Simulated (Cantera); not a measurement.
Cantera run, input and output.

```python
import numpy as np
import cantera as ct

gas = ct.Solution("gri30.yaml")
gas.TPX = 2750, 13332, {'CH4': 0.0089, 'H2': 1, 'O2': 0.0077}
reactor = ct.IdealGasConstPressureReactor(gas, energy="off", clone=False)
net = ct.ReactorNet([reactor])
net.rtol, net.atol = 1e-08, 1e-18
show = ['CH4', 'H2', 'O2', 'CH2', 'C2H4', 'CH2O', 'CO']
times = np.geomspace(2e-05, 10, 9)

steps = ct.SolutionArray(gas, extra=["t"])
rows = []
print(f"{'t/s':>10s}{'T/K':>9s}{'P/Pa':>11s}" + "".join(f"{s:>11s}" for s in show))
for t in times:
    while net.time < t:
        t_next = net.step()
        steps.append(gas.state, t=t_next)
    rows.append([np.interp(t, steps.t, y) for y in (steps.T, steps.P, *steps(*show).X.T)])
    print(f"{t:10.3e}{rows[-1][0]:9.1f}{rows[-1][1]:11.4g}" + "".join(f"{x:11.3e}" for x in rows[-1][2:]))
rate = np.gradient(steps.T, steps.t)
print("integrator steps:", len(steps.t))
if steps.T.max() > steps.T[0] + 200:
    print(f"time of steepest temperature rise: {steps.t[rate.argmax()]:.4e} s")
gas.TPX = 2750, 13332, {'CH4': 0.0089, 'H2': 1, 'O2': 0.0077}
gas.equilibrate("TP")
print(f"equilibrium (TP): T = {gas.T:.1f} K  " + "  ".join(f"{s} {gas[s].X[0]:.3e}" for s in show))
```

Result:

```
       t/s      T/K       P/Pa        CH4         H2         O2        CH2       C2H4       CH2O         CO
 2.000e-05   2750.0  1.333e+04  7.100e-03  9.696e-01  5.068e-03  2.745e-05  5.702e-06  2.583e-06  2.525e-05
 1.031e-04   2750.0  1.333e+04  3.439e-03  9.394e-01  1.013e-06  1.491e-04  1.905e-05  1.014e-06  3.236e-04
 5.318e-04   2750.0  1.333e+04  4.075e-04  9.196e-01  5.158e-08  5.345e-05  1.202e-06  2.495e-07  1.852e-03
 2.742e-03   2750.0  1.333e+04  5.769e-05  8.878e-01  4.882e-08  2.006e-05  9.382e-08  5.008e-08  6.737e-03
 1.414e-02   2750.0  1.333e+04  2.644e-11  8.277e-01  9.165e-08  2.844e-11  8.232e-17  3.946e-10  7.972e-03
 7.293e-02   2750.0  1.333e+04  1.900e-11  8.158e-01  1.080e-07  2.428e-11  3.626e-18  3.462e-10  7.920e-03
 3.761e-01   2750.0  1.333e+04  1.900e-11  8.158e-01  1.080e-07  2.428e-11  3.626e-18  3.462e-10  7.920e-03
 1.939e+00   2750.0  1.333e+04  1.900e-11  8.158e-01  1.080e-07  2.428e-11  3.626e-18  3.462e-10  7.920e-03
 1.000e+01   2750.0  1.333e+04  1.900e-11  8.158e-01  1.080e-07  2.428e-11  3.626e-18  3.462e-10  7.920e-03
integrator steps: 1665
equilibrium (TP): T = 2750.0 K  CH4 2.010e-11  H2 8.158e-01  O2 1.080e-07  CH2 2.562e-11  C2H4 3.833e-18  CH2O 3.462e-10  CO 7.920e-03
```

Detailed kinetics in Cantera: GRI-Mech 3.0 (53 species, 325 reactions).
